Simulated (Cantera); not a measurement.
Feed: 1 mol SiH2Cl2, 0.53 mol NO, 1.8 mol N2, held at 1550 K and 65000 Pa.

Equilibrium computed with Cantera from the NASA thermochemical tables; the gas is ideal and each condensed phase is pure. Candidate condensed phases: H2O, NH4Cl, Si, SiO2, Si2N2O, Si3N4; 47 gas species. Mutual solubility and eutectic melting of coexisting phases are not modelled. The tables' values for SiCl3 are old estimates; treat these amounts as uncertain. The tables hold silica as quartz up to 1696 K and as liquid above; real silica turns to tridymite and cristobalite and melts near 1996 K. The numbers say what is thermodynamically allowed, not how fast it happens.

Base state: N2 0.463, HCl 0.451, H2 0.0561, SiCl4 0.0249, SiCl3 0.00319, SiCl2 0.00114, SiHCl3 0.000381, Cl 5.94e-5 (mole fractions); condensed: SiO2(β-quartz) + Si2N2O(s).

**Question.** What changes in the equilibrium state with this change: N2 from 1.8 to 78 mol?

**Answer.** 
```
species                before     after
-------------------  --------  --------
N2                      0.463     0.975
HCl                     0.451    0.0231
H2                     0.0561  0.000977
SiCl4                  0.0249  0.000345
SiHCl3               0.000381   1.79e-6
H2O                   3.21e-5   7.16e-7
SiCl3                 0.00319  0.000114
SiCl2                 0.00114  0.000105
Cl                    5.94e-5   2.31e-5
SiO2(β-quartz), mol    0.0549    0.0346
Si2N2O(s), mol          0.420     0.460
```

**Question.** What changes in the equilibrium state with this change: SiH2Cl2 replaced by SiCl4?

**Answer.** 
```
species                before    after
-------------------  --------  -------
N2                      0.463    0.609
SiCl4                  0.0249    0.217
Cl2                   3.50e-7    0.138
HCl                     0.451        0
H2                     0.0561        0
Cl                    5.94e-5   0.0372
SiHCl3               0.000381        0
SiCl2                 0.00114  2.52e-8
H2O                   3.21e-5        0
SiO                   1.87e-5    <1e-9
SiO2(β-quartz), mol    0.0549    0.265
Si2N2O(s), mol          0.420        0
```
